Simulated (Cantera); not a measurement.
Charge: 1 mol TEOS, 2.1 mol O2, held at 0.530 bar.

Cantera equilibrium calculation (NASA polynomials, part measured and part estimated; ideal gas, pure solids and liquids). Candidate condensed phases: C, C6H6, C7H8, C8H18, H2O, Si, SiC, SiO2; 123 gas species. The feed counts by its element totals alone. The tables hold silica as quartz up to 1696 K and as liquid above; real silica turns to tridymite and cristobalite and melts near 1996 K. Rates play no part.

Over these rows the condensed part is C(graphite) + SiO2(β-quartz). Partial pressures as log10 of bar:

| T (K) | 1000/T (1/K) | log p SiO | log p H2 | log p CO |
|---|---|---|---|---|
| 1398 | 0.7153 | -7.03 | -0.49 | -0.69 |
| 1448 | 0.6906 | -6.15 | -0.49 | -0.69 |
| 1498 | 0.6676 | ? | -0.49 | -0.69 |
| 1548 | 0.6460 | -4.58 | -0.49 | -0.69 |
| 1598 | 0.6258 | -3.87 | -0.49 | -0.69 |
| 1648 | 0.6068 | -3.20 | -0.49 | -0.69 |

### Question
Fit log p(SiO) = a + b·(1000/T) to the five rows, give the apparent enthalpy, and predict the row at 1498 K.

### Answer
Means: 1000/T = 0.6569, log p = -4.966. Sxy = -0.287208, Sxx = 0.0081423, so b = -35.27 and a = -4.966 − (-35.27)×0.6569 = 18.20.
Apparent enthalpy: −19.145 × (-35.27) = 675 kJ/mol. With the condensed phases at unit activity, C(graphite) + SiO2(β-quartz) = SiO(g) + CO(g) links this pressure to the main gases: over the six rows their terms move log p by +0.00 in all, so the slope is close to that reaction's ΔH°. The five rows lie within 0.01 of the line.
Prediction at 1498 K: 18.20 + (-35.27)×0.6676 = -5.35. The computed value is -5.34, 0.01 from the line.
